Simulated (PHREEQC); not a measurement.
Consider water at 25 °C with 0.0071 mol Cu(NO3)2, 0.00016 mol HBF4 and 0.00078 mol Na2SO4 per kg of water. Closed to the air; pH follows from the charge balance.

Computed with PHREEQC (ion-association model, phreeqc.dat).

No solid was allowed to form.

Q: Order these S species by the share of S that they hold, largest first: HSO4-, CuSO4, SO4-2, NaSO4-.

A: SO4-2 (68 %), CuSO4 (31 %), HSO4- (1.6 %), NaSO4- (0.30 %)

The pH is 3.42 and the ionic strength 0.0230 mol/kgw. Real BF4- forms and hydrolyses slowly; the run takes it at equilibrium.
